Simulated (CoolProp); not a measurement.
Vapour-liquid equilibrium of methanol (1) + m-xylene (2) at 765 kPa; x and y are mole fractions of (1).

Computed with CoolProp (multi-fluid Helmholtz-energy mixture model, de Reuck 1993 and Zhou 2012; pair parameters Bell 2016).

Task: Give the bubble temperature and the first vapour's composition at x = 0.2, 0.5, 0.95. Is there an azeotrope?

Result: x = 0.2: 426.2 K, y = 0.803; x = 0.5: 410.8 K, y = 0.880; x = 0.95: 400.7 K, y = 0.978. No azeotrope shows between x = 0.05 and 0.95.

The pair parameters rest on a limited set of measurements; away from them the model extrapolates. With so large a gap from Raoult's law the liquid may split in two, which this calculation doesn't test in full.
